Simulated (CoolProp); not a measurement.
Vapour-liquid equilibrium of ethanol (1) + n-heptane (2) at 372 K; x and y are mole fractions of (1).

The numbers come from the multi-fluid Helmholtz-energy mixture model, Schroeder 2014 and Span 2003; pair parameters Bell 2016 in CoolProp.

```
x      bubble pressure (bar)  y at the bubble point  dew pressure at overall composition x (bar)  liquid density (mol/L)
-----  ---------------------  ---------------------  -------------------------------------------  ----------------------
0.05                   1.540                  0.348                                        1.080                   6.301
0.125                  1.994                  0.515                                        1.169                   6.592
0.2                    2.225                  0.579                                        1.274                   6.921
0.275                  2.338                  0.609                                        1.397                   7.293
0.35                   2.394                  0.626                                        1.546                   7.717
0.425                  2.424                  0.637                                        1.726                   8.201
0.5                    2.444                  0.646                                        1.946                   8.757
0.575                  2.460                  0.658                                        2.211                   9.395
0.65                   2.471                  0.676                                        2.450                   10.13
0.725                  2.471                  0.703                                        2.461                   10.98
0.8                    2.448                  0.745                                        2.396                   11.97
0.875                  2.387                  0.809                                        2.309                   13.13
0.95                   2.270                  0.907                                        2.216                   14.48
```

y crosses x between x = 0.65 and 0.725: the model has an azeotrope there.

Pair parameters are fitted to limited data, so mixtures are less certain than the pure fluids. With so large a gap from Raoult's law the liquid may split in two, which this calculation doesn't test in full.
